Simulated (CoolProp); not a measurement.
Model: reference Helmholtz-energy equation of state, Gao 2022, in CoolProp.

Problem. For n-perfluorohexane, give the phase and the density (kg/m³), Joule-Thomson coefficient (K/MPa), isothermal compressibility (1/MPa), expansivity (1/kK) at 194.1 K and 0.101 MPa; 278.1 K and 0.101 MPa.

Solution. 
- 194.1 K and 0.101 MPa: liquid; density 1970, Joule-Thomson coefficient -0.409, isothermal compressibility 0.00106, expansivity 1.47
- 278.1 K and 0.101 MPa: liquid; density 1730, Joule-Thomson coefficient -0.312, isothermal compressibility 0.00220, expansivity 1.62
